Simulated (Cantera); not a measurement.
Feed: 1 mol MgCO₃, 0.87 mol H₂S, 2.6 mol O₂, at 0.133 bar.

Cantera equilibrium calculation (NASA polynomials, part measured and part estimated; ideal gas, pure solids and liquids). Candidate condensed phases: C, C₆H₆, C₇H₈, C₈H₁₈, H₂O, H₂SO₄, Mg, MgCO₃, MgO, Mg(OH)₂, MgS, MgSO₄, S; 130 gas species. Mutual solubility and eutectic melting of coexisting phases are not modelled. Equilibrium is a limit: real reactors are often held back by kinetics, nucleation or transport.

x: gas mole fraction; n: condensed amount in mol.

```
T (K)  x CO₂   x O₂  x H₂O    x SO₂  x SO₃      x OH  n MgO(s)  n MgSO₄(s)
-----  -----  -----  -----  -------  -----  --------  --------  ----------
898    0.366  0.315  0.319  6.02e-7    [?]   4.09e-8     0.130       0.870
998    0.366  0.315  0.319  9.44e-5    [?]   3.61e-7     0.130       0.870
1098   0.363  0.315  0.316  0.00571    [?]   2.14e-6     0.148       0.852
1198   0.270  0.317  0.235    0.169    [?]   8.19e-6     0.787       0.213
1298   0.248  0.319  0.216    0.211    [?]   2.77e-5      1.00           0
1398   0.248  0.320  0.216    0.213    [?]   8.15e-5      1.00           0
1498   0.248  0.320  0.216    0.214    [?]  0.000208      1.00           0
1598   0.248  0.320  0.215    0.215    [?]  0.000470     1.000           0
1698   0.248  0.320  0.215    0.215    [?]  0.000968     1.000           0
```

Task: Complete the blanks.

Result: 
- 898, x SO₃: 8.48e-7
- 998, x SO₃: 3.58e-5
- 1098, x SO₃: 0.000742
- 1198, x SO₃: 0.00905
- 1298, x SO₃: 0.00538
- 1398, x SO₃: 0.00288
- 1498, x SO₃: 0.00167
- 1598, x SO₃: 0.00104
- 1698, x SO₃: 0.000682
